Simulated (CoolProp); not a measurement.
Octamethylcyclotetrasiloxane (D4) along the isotherm 346.85 °C: Z from the reference equation and from simpler models built on Tc = 313.4 °C, pc = 13.47 bar, ω = 0.598; each cubic takes its own stable root.

Model: reference Helmholtz-energy equation of state, Thol 2015, in CoolProp.

```json
[
 {"p (bar)": "0.0639", "phase": "gas", "reference": "0.9987"},
 {"p (bar)": "0.0964", "phase": "gas", "reference": "0.9980"},
 {"p (bar)": "0.145", "phase": "gas", "reference": "0.9969"},
 {"p (bar)": "0.219", "phase": "gas", "reference": "0.9954"},
 {"p (bar)": "0.331", "phase": "gas", "reference": "0.9930"},
 {"p (bar)": "0.499", "phase": "gas", "reference": "0.9894"},
 {"p (bar)": "0.753", "phase": "gas", "reference": "0.9840"},
 {"p (bar)": "1.14", "phase": "gas", "reference": "0.9756"},
 {"p (bar)": "1.71", "phase": "gas", "reference": "0.9632"},
 {"p (bar)": "2.59", "phase": "gas", "reference": "0.9435"},
 {"p (bar)": "3.9", "phase": "gas", "reference": "0.9134"},
 {"p (bar)": "5.89", "phase": "gas", "reference": "0.8653"},
 {"p (bar)": "8.88", "phase": "gas", "reference": "0.7869"},
 {"p (bar)": "13.4", "phase": "gas", "reference": "0.6491"},
 {"p (bar)": "20.2", "phase": "supercritical", "reference": "0.3946"}
]
```

Question: How far does each simpler model (van der Waals, Redlich-Kwong, Soave-Redlich-Kwong) lie from the reference over these 15 states: mean and median of the absolute difference, and the worst?

Answer: 
- van der Waals: mean 0.6 %, median 0.2 %, worst -2.8 % at 346.85 °C and 20.2 bar
- Redlich-Kwong: mean 0.9 %, median 0.1 %, worst -7.8 % at 346.85 °C and 20.2 bar
- Soave-Redlich-Kwong: mean 1.4 %, median 0.1 %, worst +13.9 % at 346.85 °C and 20.2 bar
